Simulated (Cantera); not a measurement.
A freely propagating, adiabatic, planar premixed flame of CH₄ : C₂H₆ : O₂ : N₂ = 1 : 0.047 : 2.52 : 6.8 (molar parts), unburnt at 323 K and 0.168 atm; mixture-averaged transport, grid criteria slope 0.08 and curve 0.16, no radiation.

Computed with Cantera and GRI-Mech 3.0 (53 species, 325 reactions). Burning velocities carry a grid error of a few per cent, more on coarse grids.

Q: How do the results move with these cheaper or finer settings: unity-Lewis-number transport; multicomponent transport; multicomponent+Soret transport; grid criteria slope 0.5, curve 1; grid criteria slope 0.25, curve 0.5; grid criteria slope 0.03, curve 0.06?

A: 
```
setting                               laminar burning velocity  thermal thickness  peak x(CH₃)  peak x(CH₂CO)  grid points
------------------------------------  ------------------------  -----------------  -----------  -------------  -----------
as above                                             93.1 cm/s            1.41 mm      0.00334       0.000109          169
unity-Lewis-number transport                         66.7 cm/s            1.63 mm      0.00248        7.97e-5          160
multicomponent transport                             93.2 cm/s            1.43 mm      0.00338       0.000111          170
multicomponent+Soret transport                       91.9 cm/s            1.42 mm      0.00326       0.000107          170
grid criteria slope 0.5, curve 1                     98.5 cm/s            1.55 mm      0.00325       0.000106           53
grid criteria slope 0.25, curve 0.5                  95.5 cm/s            1.46 mm      0.00332       0.000108           78
grid criteria slope 0.03, curve 0.06                 92.3 cm/s            1.40 mm      0.00335       0.000109          388
```
The base run took roughly 21 core-seconds.
Unity Lewis numbers drop preferential diffusion, which matters most where H2 and H carry the flame; Soret adds thermal diffusion.
